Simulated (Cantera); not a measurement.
An adiabatic, constant-volume homogeneous reactor starts with CO : H2 : CH4 : O2 : N2 = 1 : 0.67 : 1.4 : 2.27 : 8.86 (molar parts), at 1375 K and 750 Torr. Integrator tolerance rtol = 1e-08.

Cantera simulation using GRI-Mech 3.0 (53 species, 325 reactions); the numbers are that mechanism's predictions, not measurements.

**Question.** What does this change do: N2 8.86 to 14 parts?

**Answer.** 
| quantity | before | after |
|---|---|---|
| time of steepest temperature rise | 0.729 ms | 1.08 ms |
| temperature at 0.500 s | 2866 K | 2655 K |
| equilibrium temperature | 2866 K | 2655 K |
| x(CO) at 0.500 s | 0.121 (gas-phase equilibrium 0.121) | 0.0880 (gas-phase equilibrium 0.0880) |
| x(H2) at 0.500 s | 0.0663 (gas-phase equilibrium 0.0663) | 0.0493 (gas-phase equilibrium 0.0493) |
| x(CH4) at 0.500 s | <1e-12 (gas-phase equilibrium 1.14e-12) | <1e-12 (gas-phase equilibrium <1e-12) |
| x(CH2) at 0.500 s | 2.31e-12 (gas-phase equilibrium 2.42e-12) | <1e-12 (gas-phase equilibrium <1e-12) |
| x(HO2) at 0.500 s | 1.39e-6 (gas-phase equilibrium 1.39e-6) | 2.56e-7 (gas-phase equilibrium 2.56e-7) |
| x(H) at 0.500 s | 0.0179 (gas-phase equilibrium 0.0179) | 0.00757 (gas-phase equilibrium 0.00757) |
| x(NO2) at 0.500 s | 2.86e-7 (gas-phase equilibrium 2.86e-7) | 6.09e-8 (gas-phase equilibrium 6.09e-8) |
